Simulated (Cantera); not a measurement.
An isothermal, constant-pressure homogeneous reactor starts with 18.7 % H2, 11.0 % O2, 70.3 % N2, equivalence ratio 0.85, at 1225 K and 0.987 atm.

Cantera simulation using GRI-Mech 3.0 (53 species, 325 reactions); the numbers are that mechanism's predictions, not measurements. The temperature is held fixed by assumption; the heat of reaction is taken as removed at once.

One state of this run: x H2 = 3.25e-8; x O2 = 0.0182; x OH = 3.26e-6; x NO = 8.67e-6; x NO2 = 3.82e-8; x O = 5.71e-9; x H = 5.66e-11. x: mole fraction; the columns are a selection and need not sum to one.

Task: Which value of t (s) does it belong to?
(A) 0.00382
(B) 0.00107
(C) 0.618
(D) 28.0

Result: D, 28.0
